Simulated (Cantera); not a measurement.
A closed system holds: 1 mol Fe₃O₄, 4.7 mol H₂, 0.97 mol H₂O, held at 1650 °C and 7.50 Torr.

Method: chemical equilibrium by Gibbs-energy minimisation in Cantera with the NASA 1993 tables (ideal gas, pure condensed phases). Candidate condensed phases: Fe, FeO, Fe(OH)₂, Fe(OH)₃, Fe₂O₃, Fe₃O₄, H₂O; 12 gas species. The tables' stoichiometric FeO is somewhat more stable than real wüstite, so its field is too wide. FeO: taken at fixed stoichiometry. The numbers say what is thermodynamically allowed, not how fast it happens.

Base state: H₂ 0.626, H₂O 0.354, Fe 0.0122, H 0.00746, OH 0.000363, FeO 0.000113, Fe(OH)₂ 9.74e-5 (mole fractions); condensed: FeO(l).

Task: What changes in the equilibrium state with this change: temperature from 1650 °C to 1377 °C?

Result: 
```tsv
species	before	after
H₂	0.626	0.652
H₂O	0.354	0.347
H	0.00746	0.000733
Fe	0.0122	0.000241
FeO	0.000113	9.22e-7
OH	0.000363	1.77e-5
Fe(OH)₂	9.74e-5	1.98e-5
FeO(l), mol	2.93	3.00
```
